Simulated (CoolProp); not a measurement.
Aqueous magnesium chloride as a coolant, at 26 °C, 1 atm.

Computed with CoolProp (Melinder's fits for secondary coolants).

| mass % | freezing point (°C) | density (kg/m³) | conductivity (W/(m K)) | Prandtl number | viscosity (mPa s) |
|---|---|---|---|---|---|
| 5.9 | -3.7 | 1046 | 0.596 | 6.91 | 1.07 |
| 7.3 | -5.0 | ? | 0.593 | 7.10 | 1.12 |
| 8.7 | -6.6 | 1070 | 0.590 | 7.42 | 1.18 |
| 10.1 | ? | 1082 | 0.586 | 7.85 | 1.27 |
| 11.5 | -10.5 | 1095 | 0.583 | 8.37 | 1.38 |
| 12.9 | -12.9 | ? | 0.579 | 8.93 | 1.49 |
| 14.3 | -15.4 | 1120 | 0.575 | 9.46 | ? |
| 15.8 | -18.4 | 1133 | ? | 9.97 | 1.71 |
| 17.2 | -21.5 | 1146 | 0.566 | ? | 1.82 |
| 18.6 | ? | 1159 | 0.562 | 11.1 | 1.95 |
| 20 | -28.7 | 1172 | ? | 12.2 | 2.17 |
| 21.4 | -33.2 | 1186 | 0.554 | 14.4 | 2.61 |

Question: Some entries are withheld; supply them.

Answer: 
- 7.3, density (kg/m³): 1058
- 10.1, freezing point (°C): -8.4
- 12.9, density (kg/m³): 1107
- 14.3, viscosity (mPa s): 1.60
- 15.8, conductivity (W/(m K)): 0.570
- 17.2, Prandtl number: 10.4
- 18.6, freezing point (°C): -24.9
- 20, conductivity (W/(m K)): 0.558
